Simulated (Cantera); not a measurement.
An adiabatic, constant-volume homogeneous reactor starts with 12.0 % CH4, 13.3 % O2, 74.7 % N2, equivalence ratio 1.8, at 1150 K and 1.00 atm.

Detailed kinetics in Cantera: GRI-Mech 3.0 (53 species, 325 reactions).

x: mole fraction; the columns are a selection and need not sum to one.

| t (s) | T (K) | P (bar) | x CH4 | x O2 | x CH2O | x OH | x C2H |
|---|---|---|---|---|---|---|---|
| 7.00e-6 | 1150 | 1.01 | 0.120 | 0.133 | 3.61e-12 | <1e-12 | <1e-12 |
| 1.66e-5 | 1150 | 1.01 | 0.120 | 0.133 | 2.06e-11 | 1.47e-12 | <1e-12 |
| 3.94e-5 | 1150 | 1.01 | 0.120 | 0.133 | 1.18e-10 | 3.10e-12 | <1e-12 |
| 9.36e-5 | 1150 | 1.01 | 0.120 | 0.133 | 6.81e-10 | 7.58e-12 | <1e-12 |
| 0.000222 | 1150 | 1.01 | 0.120 | 0.133 | 4.03e-9 | 2.13e-11 | <1e-12 |
| 0.000528 | 1150 | 1.01 | 0.120 | 0.133 | 2.58e-8 | 6.79e-11 | <1e-12 |
| 0.00125 | 1150 | 1.01 | 0.120 | 0.133 | 1.93e-7 | 2.32e-10 | <1e-12 |
| 0.00297 | 1150 | 1.01 | 0.120 | 0.133 | 1.64e-6 | 6.91e-10 | <1e-12 |
| 0.00706 | 1150 | 1.01 | 0.120 | 0.133 | 9.29e-6 | ? | <1e-12 |
| 0.0168 | 1150 | 1.01 | 0.120 | 0.133 | 3.18e-5 | ? | <1e-12 |
| 0.0398 | 1151 | 1.01 | 0.120 | 0.133 | 9.92e-5 | ? | <1e-12 |
| 0.0945 | 1156 | 1.02 | 0.119 | 0.133 | 0.000369 | ? | <1e-12 |
| 0.224 | 2394 | 2.34 | 2.24e-11 | 6.68e-6 | 8.57e-9 | 0.000664 | <1e-12 |
| 0.532 | 2394 | 2.34 | 2.24e-11 | 6.68e-6 | 8.57e-9 | 0.000664 | <1e-12 |
| 1.26 | 2394 | 2.34 | 2.24e-11 | 6.68e-6 | 8.57e-9 | 0.000664 | <1e-12 |
| 3.00 | 2394 | 2.34 | 2.24e-11 | 6.68e-6 | 8.57e-9 | 0.000664 | <1e-12 |

### Question
What belongs in the gaps?

### Answer

- 0.00706, x OH: 1.07e-9
- 0.0168, x OH: 1.38e-9
- 0.0398, x OH: 2.35e-9
- 0.0945, x OH: 7.73e-9
